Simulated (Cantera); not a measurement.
What does this Cantera script print?

```python
import numpy as np
import cantera as ct

gas_names = """
    O2 CuF2 N NF3
""".split()
cond_names = """
    Cu2O(s) Cu2O(L)
""".split()


# ... load() reads the species with a 1 bar reference pressure and builds the phases ...
species = {s.name: s for s in load("nasa_gas.yaml", gas_names) + load("nasa_condensed.yaml", cond_names)}
# Each term lists the table entries of one substance; the one whose range holds T is used.
reactions = {
    '3 O2(g) + 12 CuF2(g) + 8 N(g) = 8 NF3(g) + 6 Cu2O':
        [(-3, ['O2']), (-12, ['CuF2']), (-8, ['N']), (8, ['NF3']), (6, ['Cu2O(s)', 'Cu2O(L)'])],
}


def pick(names, T):
    return next(species[n] for n in names if species[n].thermo.min_temp <= T <= species[n].thermo.max_temp)


results = []
for label, terms in reactions.items():
    print(label)
    print("     T/K   dH/kJ  dS/(J/K)   dG/kJ   log10 K")
    for T in [400, 600, 800, 1000, 1200, 1400, 1600, 1800]:
        used = [(nu, pick(names, T)) for nu, names in terms]
        dH = sum(nu * s.thermo.h(T) for nu, s in used) / 1e6
        dS = sum(nu * s.thermo.s(T) for nu, s in used) / 1e3
        dG = dH - T * dS / 1e3
        logK = -dG * 1e6 / (ct.gas_constant * T * np.log(10))
        results.append((label, T, dH, dS, dG, logK, [s.name for _, s in used]))
        print(f"{T:8g} {dH:8.1f} {dS:8.1f} {dG:8.1f} {logK:8.2f}")
```

It prints:

```
3 O2(g) + 12 CuF2(g) + 8 N(g) = 8 NF3(g) + 6 Cu2O
     T/K   dH/kJ  dS/(J/K)   dG/kJ   log10 K
     400  -2655.5  -2405.4  -1693.4   221.13
     600  -2641.5  -2378.0  -1214.7   105.75
     800  -2616.7  -2342.5   -742.7    48.49
    1000  -2584.4  -2306.6   -277.8    14.51
    1200  -2545.5  -2271.3    180.0    -7.84
    1400  -2498.6  -2235.2    630.7   -23.53
    1600  -2053.3  -1941.3   1052.7   -34.37
    1800  -1992.8  -1905.6   1437.3   -41.71
```

Cantera with NASA thermochemical tables; ideal gases at 1 bar, condensed phases pure. Condensed species are held in their standard states even where they would react or evaporate.
